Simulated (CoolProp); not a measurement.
Computed with CoolProp (reference Helmholtz-energy equation of state, Lemmon 2005). It is a short technical equation, of lower accuracy than the large ones.

**Question.** For 1-butene, give the phase and the density (kg/m³), cp (kJ/(kg K)) at 435.7 K and 30 bar; 435.7 K and 41.3 bar; 435.7 K and 48.8 bar.

**Answer.** 
- 435.7 K and 30 bar: gas; density 64.6, cp 2.61
- 435.7 K and 41.3 bar: supercritical; density 115, cp 3.72
- 435.7 K and 48.8 bar: supercritical; density 193, cp 7.84
